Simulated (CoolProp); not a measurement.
The fluoroketone C6F12O (FK-5-1-12) at several states: fugacity coefficient from the reference equation and from simpler models built on Tc = 441.8 K, pc = 1.869 MPa, ω = 0.471; each cubic takes its own stable root.

Computed with CoolProp (reference Helmholtz-energy equation of state, McLinden 2015).

```tsv
T (K)	p (MPa)	phase	reference	van der Waals	Redlich-Kwong	Soave-Redlich-Kwong	Peng-Robinson
238.9	0.126	liquid	0.01177	0.6531	0.09318	0.01221	0.01329
432.8	0.22	gas	0.9561	0.9634	0.9577	0.9570	0.9526
480.7	0.103	gas	0.9860	0.9867	0.9854	0.9865	0.9846
174.7	0.0144	liquid	8.667e-5	0.6034	0.005768	0.0001206	0.0001620
243.8	0.0167	liquid	0.1250	0.9896	0.8860	0.1288	0.1390
```

At some of these states van der Waals gives the other phase, because its saturation line lies elsewhere.
